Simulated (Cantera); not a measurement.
What does this Cantera script print?

```python
import numpy as np
import cantera as ct

gas = ct.Solution("gri30.yaml")
gas.TPX = 1025, 72000, {'H2': 1.8, 'O2': 1, 'N2': 3.2}
reactor = ct.IdealGasConstPressureReactor(gas, energy="off", clone=False)
net = ct.ReactorNet([reactor])
net.rtol, net.atol = 1e-08, 1e-18
show = ['H2', 'O2', 'N2O', 'OH', 'H2O2', 'H']
times = np.geomspace(2e-06, 8, 14)

steps = ct.SolutionArray(gas, extra=["t"])
rows = []
print(f"{'t/s':>10s}{'T/K':>9s}{'P/Pa':>11s}" + "".join(f"{s:>11s}" for s in show))
for t in times:
    while net.time < t:
        t_next = net.step()
        steps.append(gas.state, t=t_next)
    rows.append([np.interp(t, steps.t, y) for y in (steps.T, steps.P, *steps(*show).X.T)])
    print(f"{t:10.3e}{rows[-1][0]:9.1f}{rows[-1][1]:11.4g}" + "".join(f"{x:11.3e}" for x in rows[-1][2:]))
rate = np.gradient(steps.T, steps.t)
print("integrator steps:", len(steps.t))
if steps.T.max() > steps.T[0] + 200:
    print(f"time of steepest temperature rise: {steps.t[rate.argmax()]:.4e} s")
gas.TPX = 1025, 72000, {'H2': 1.8, 'O2': 1, 'N2': 3.2}
gas.equilibrate("TP")
print(f"equilibrium (TP): T = {gas.T:.1f} K  " + "  ".join(f"{s} {gas[s].X[0]:.3e}" for s in show))
```

Result:

```
       t/s      T/K       P/Pa         H2         O2        N2O         OH       H2O2          H
 2.000e-06   1025.0    7.2e+04  3.000e-01  1.667e-01  2.893e-19  2.719e-12  2.379e-14  9.817e-11
 6.440e-06   1025.0    7.2e+04  3.000e-01  1.667e-01  5.468e-18  1.342e-11  2.688e-13  3.555e-10
 2.074e-05   1025.0    7.2e+04  3.000e-01  1.667e-01  1.114e-16  9.132e-11  3.867e-12  2.176e-09
 6.677e-05   1025.0    7.2e+04  3.000e-01  1.667e-01  9.097e-15  4.489e-09  2.380e-10  1.048e-07
 2.150e-04   1025.0    7.2e+04  2.312e-01  1.357e-01  2.096e-09  1.356e-03  3.075e-06  1.798e-02
 6.923e-04   1025.0    7.2e+04  2.734e-02  3.297e-02  1.937e-08  5.438e-05  6.194e-06  1.687e-04
 2.229e-03   1025.0    7.2e+04  2.351e-02  3.109e-02  2.051e-08  8.375e-07  3.089e-05  2.487e-06
 7.178e-03   1025.0    7.2e+04  2.229e-02  3.048e-02  2.094e-08  1.179e-06  4.594e-05  3.297e-06
 2.311e-02   1025.0    7.2e+04  1.801e-02  2.839e-02  2.255e-08  1.234e-06  4.264e-05  2.935e-06
 7.442e-02   1025.0    7.2e+04  9.834e-03  2.439e-02  2.667e-08  1.046e-06  2.615e-05  1.561e-06
 2.396e-01   1025.0    7.2e+04  2.322e-03  2.073e-02  3.352e-08  7.232e-07  7.052e-06  3.106e-07
 7.716e-01   1025.0    7.2e+04  2.700e-04  1.974e-02  3.733e-08  2.477e-07  3.959e-07  1.459e-08
 2.485e+00   1025.0    7.2e+04  3.360e-05  1.962e-02  3.764e-08  8.445e-08  1.488e-08  7.185e-10
 8.000e+00   1025.0    7.2e+04  1.868e-06  1.961e-02  3.572e-08  5.110e-08  3.281e-10  2.931e-11
integrator steps: 2057
equilibrium (TP): T = 1025.0 K  H2 5.409e-10  O2 1.960e-02  N2O 6.808e-10  OH 2.094e-07  H2O2 1.614e-10  H 1.202e-13
```

Detailed kinetics in Cantera: GRI-Mech 3.0 (53 species, 325 reactions). The temperature is held fixed by assumption; the heat of reaction is taken as removed at once.
